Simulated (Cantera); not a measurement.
Standard-state values (1 bar) from the NASA 1993 polynomials, evaluated with Cantera. Values are per mole of reaction as written; species without (g) are pure solids or liquids, kept so even where they would boil at 1 bar.

Between 300 and 1500 K, where is each reaction favourable under standard conditions?
- 3 C + Si₂C(g) → 2 SiC₂(g)


- 3 C + Si₂C(g) → 2 SiC₂(g): ΔG° is 630 kJ at 300 K and 368 kJ at 1500 K; it stays positive (K < 1). ΔH° is 691 kJ and ΔS° 215 J/K at 1500 K.
